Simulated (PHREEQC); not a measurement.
Make-up at 65 °C: 0.0014 mol/kgw HCl and 0.01 mol/kgw MgCl2. Closed to the air; pH follows from the charge balance.

All values are PHREEQC results (ion-association model, phreeqc.dat), not measurements.

Precipitation was switched off in this run.

### Question
What pH does the model give?

### Answer
pH 2.92.

Species that the database lacks are ignored. Constants without temperature data keep their 25 °C values here.
